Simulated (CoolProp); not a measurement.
Values from CoolProp's reference Helmholtz-energy equation of state, Akasaka 2022.

Problem. Give the vapour pressure (bar), liquid density (kg/m³), vapour density (kg/m³), enthalpy of vaporisation (kJ/kg) of saturated R1233zd(E) at 38.95, 90.15, 154.05 °C.

Solution. 
```csv
T (°C),p (bar),liquid density (kg/m³),vapour density (kg/m³),enthalpy of vaporisation (kJ/kg)
38.95,2.09,1230,11.3,184
90.15,8.38,1080,44.5,151
154.05,29.4,772,218,70.8
```
